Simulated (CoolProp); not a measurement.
Vapour-liquid equilibrium of hexamethyldisiloxane (MM) (1) + toluene (2) at 166.85 °C; x and y are mole fractions of (1).

The numbers come from the multi-fluid Helmholtz-energy mixture model, Thol 2016 and Lemmon 2006; pair parameters Bell 2016 in CoolProp.

Question: Give the bubble pressure and the first vapour's composition at x = 0.45, 0.75, 0.85. Is there an azeotrope?

Answer: x = 0.45: 4.630 bar, y = 0.504; x = 0.75: 4.890 bar, y = 0.770; x = 0.85: 4.941 bar, y = 0.859. No azeotrope shows between x = 0.05 and 0.95.

Pair parameters are fitted to limited data, so mixtures are less certain than the pure fluids.
